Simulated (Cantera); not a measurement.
A diamond (100) surface in a fixed gas of H2 with x(CH4) = 0.027, x(H) = 0.0054, at 1075 K, 22.5 Torr; coverages are run to steady state.

Model: the Harris–Goodwin 1993 mechanism for the reconstructed diamond (100) surface, integrated in Cantera.

One state of this run: growth (µm/h) = 0.113; θ c6HH = 0.532; θ c6H* = 0.0254; θ c6*H = 0.426; θ c6** = 0.0157; θ c6HM = 0.000385. θ: site fractions in the mechanism's names (c6HH fully hydrogenated, c6H* and c6*H radical sites, c6** diradical, c6HM methylated).

Problem. Which value of x(CH3) does it belong to?
A. 6.9e-06
B. 0.00012
C. 4.7e-05
D. 1e-06

Solution. A, 6.9e-06
